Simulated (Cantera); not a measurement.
A perfectly stirred reactor is fed with H₂ : O₂ : N₂ = 1 : 0.294 : 1.11 (molar parts), equivalence ratio 1.7, at 1.97 atm; it is adiabatic with a 698 K inlet, and is followed from long to short residence time, starting on the burning branch (τ in s: 0.5, 0.17, 0.055, 0.018, 0.0061, 0.002, 0.00067, 0.00022, 7.3e-05).

Cantera simulation using the H2/O2 subset of GRI-Mech 3.0, which has no nitrogen chemistry; the numbers are that mechanism's predictions, not measurements.

x: mole fraction; the columns are a selection and need not sum to one.

| τ (s) | T (K) | x H₂ | x O₂ | x O | x H | x H₂O | x HO₂ | x OH |
|---|---|---|---|---|---|---|---|---|
| 0.50 | 2457 | 0.192 | 2.55e-5 | 4.15e-5 | 0.00654 | 0.276 | 2.89e-8 | 0.00184 |
| 0.17 | 2456 | 0.192 | 2.82e-5 | 4.29e-5 | 0.00665 | 0.275 | 3.07e-8 | 0.00187 |
| 0.055 | 2453 | 0.192 | 3.64e-5 | 4.73e-5 | 0.00698 | 0.275 | 3.66e-8 | 0.00196 |
| 0.018 | 2446 | 0.192 | 5.86e-5 | 6.04e-5 | 0.00790 | 0.275 | 5.41e-8 | 0.00220 |
| 0.0061 | 2429 | 0.191 | 0.000112 | 9.76e-5 | 0.0101 | 0.274 | 1.04e-7 | 0.00275 |
| 0.0020 | 2392 | 0.189 | … | … | … | 0.271 | … | … |
| 0.00067 | 2328 | 0.185 | 0.000515 | 0.000468 | 0.0228 | 0.267 | 5.85e-7 | 0.00551 |
| 0.00022 | 2223 | 0.180 | … | … | … | 0.261 | … | … |
| 7.3e-5 | 2076 | 0.173 | 0.00243 | 0.00210 | 0.0534 | 0.253 | 2.88e-6 | 0.00905 |

What belongs in the gaps?


- 0.0020, x O₂: 0.000237
- 0.0020, x O: 0.000204
- 0.0020, x H: 0.0147
- 0.0020, x HO₂: 2.47e-7
- 0.0020, x OH: 0.00386
- 0.00022, x O₂: 0.00114
- 0.00022, x O: 0.00106
- 0.00022, x H: 0.0356
- 0.00022, x HO₂: 1.32e-6
- 0.00022, x OH: 0.00751
